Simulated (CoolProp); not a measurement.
Vapour-liquid equilibrium of methanol (1) + acetone (2) at 1880 kPa; x and y are mole fractions of (1).

Computed with CoolProp (multi-fluid Helmholtz-energy mixture model, de Reuck 1993 and Lemmon 2006; pair parameters Bell 2016).

```json
[
 {"x": "0.05", "bubble temperature (K)": "448.1", "y at the bubble point": "0.070", "dew temperature at overall composition x (K)": "448.7", "liquid density (mol/L)": "10.10"},
 {"x": "0.2", "bubble temperature (K)": "443.3", "y at the bubble point": "0.255", "dew temperature at overall composition x (K)": "444.7", "liquid density (mol/L)": "11.05"},
 {"x": "0.35", "bubble temperature (K)": "439.9", "y at the bubble point": "0.410", "dew temperature at overall composition x (K)": "441.2", "liquid density (mol/L)": "12.13"},
 {"x": "0.5", "bubble temperature (K)": "437.6", "y at the bubble point": "0.547", "dew temperature at overall composition x (K)": "438.4", "liquid density (mol/L)": "13.38"},
 {"x": "0.65", "bubble temperature (K)": "436.2", "y at the bubble point": "0.675", "dew temperature at overall composition x (K)": "436.5", "liquid density (mol/L)": "14.85"},
 {"x": "0.8", "bubble temperature (K)": "435.6", "y at the bubble point": "0.804", "dew temperature at overall composition x (K)": "435.6", "liquid density (mol/L)": "16.61"},
 {"x": "0.95", "bubble temperature (K)": "435.8", "y at the bubble point": "0.947", "dew temperature at overall composition x (K)": "435.8", "liquid density (mol/L)": "18.72"}
]
```

y crosses x between x = 0.8 and 0.95: the model has an azeotrope there.

Pair parameters are fitted to limited data, so mixtures are less certain than the pure fluids.
